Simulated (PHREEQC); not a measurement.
# Metal-bearing waste water (model solution)

Solution (25 °C): 0.0028 mol/kgw FeSO4, 0.0071 mol/kgw NaH2PO4 and 0.058 mol/kgw Na2SO4. Closed to the air; pH follows from the charge balance.

All values are PHREEQC results (ion-association model, phreeqc.dat), not measurements.

```json
{
  "pH": "4.74",
  "ionic_strength": "0.169 mol/kgw",
  "specific_conductance": "10200 µS/cm",
  "density": "1.005 g/cm³"
}
```

```csv
species,molality,activity,log γ
Na+,0.114,0.0863,-0.121
SO4-2,0.0508,0.0158,-0.507
NaSO4-,0.00904,0.00684,-0.121
H2PO4-,0.00604,0.00457,-0.121
FeH2PO4+,0.000975,0.000737,-0.121
Fe+2,0.000935,0.000322,-0.463
FeSO4,0.000871,0.000905,0.017
HPO4-2,4.92e-5,1.55e-5,-0.500
HSO4-,3.72e-5,2.81e-5,-0.123
H+,2.27e-5,1.82e-5,-0.095
FeHPO4,1.92e-5,1.99e-5,0.017
H3PO4,1.18e-5,1.23e-5,0.017
NaHPO4-,3.46e-6,2.62e-6,-0.121
FeHSO4+,1.44e-7,1.09e-7,-0.123
FeOH+,7.42e-9,5.56e-9,-0.125
```

This is a speciation only: nothing precipitates in the calculation. The solution is supersaturated, for example in Vivianite, so a real one may precipitate; this is no full list.
